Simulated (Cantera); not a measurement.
A perfectly stirred reactor is fed with C2H6 : O2 : N2 : H2O = 1 : 1.94 : 7.31 : 1.6 (molar parts), equivalence ratio 1.8, at 3680 Torr; it is adiabatic with a 575 K inlet, and is followed from long to short residence time, starting on the burning branch (τ in s: 0.25, 0.094, 0.036, 0.013, 0.0051, 0.0019, 0.00072, 0.00027, 0.0001, 3.9e-05, 1.5e-05).

Model: GRI-Mech 3.0 (53 species, 325 reactions), integrated in Cantera.

Q: What does this change do: O2 1.94 to 1.5 parts?

A: 
```json
[
 {"quantity": "blow-out, bracketed by the residence times tried", "before": "burning at 0.720 ms, out at 0.270 ms", "after": "burning at 1.90 ms, out at 0.720 ms"},
 {"quantity": "x(C2H6) at τ = 0.250 s", "before": "3.75e-6", "after": "9.87e-5"},
 {"quantity": "x(O2) at τ = 0.250 s", "before": "0.000133", "after": "0.000971"},
 {"quantity": "x(H2O) at τ = 0.250 s", "before": "0.219", "after": "0.209"},
 {"quantity": "x(CH3) at τ = 0.250 s", "before": "6.77e-5", "after": "3.99e-5"},
 {"quantity": "x(CH4) at τ = 0.250 s", "before": "0.00503", "after": "0.0209"},
 {"quantity": "x(C2H6) at τ = 1.90 ms", "before": "0.000247", "after": "0.00426"},
 {"quantity": "x(O2) at τ = 1.90 ms", "before": "0.00566", "after": "0.0167"},
 {"quantity": "x(H2O) at τ = 1.90 ms", "before": "0.243", "after": "0.211"},
 {"quantity": "x(CH3) at τ = 1.90 ms", "before": "0.000484", "after": "0.000148"},
 {"quantity": "x(CH4) at τ = 1.90 ms", "before": "0.00968", "after": "0.0157"}
]
```

Q: What does this change do: pressure from 3680 Torr to 975 Torr?

A: 
| quantity | before | after |
|---|---|---|
| blow-out, bracketed by the residence times tried | burning at 0.720 ms, out at 0.270 ms | burning at 1.90 ms, out at 0.720 ms |
| x(C2H6) at τ = 0.250 s | 3.75e-6 | 5.35e-6 |
| x(O2) at τ = 0.250 s | 0.000133 | 0.000240 |
| x(H2O) at τ = 0.250 s | 0.219 | 0.219 |
| x(CH3) at τ = 0.250 s | 6.77e-5 | 0.000139 |
| x(CH4) at τ = 0.250 s | 0.00503 | 0.00437 |
| x(C2H6) at τ = 1.90 ms | 0.000247 | 0.000362 |
| x(O2) at τ = 1.90 ms | 0.00566 | 0.00800 |
| x(H2O) at τ = 1.90 ms | 0.243 | 0.238 |
| x(CH3) at τ = 1.90 ms | 0.000484 | 0.000928 |
| x(CH4) at τ = 1.90 ms | 0.00968 | 0.00672 |
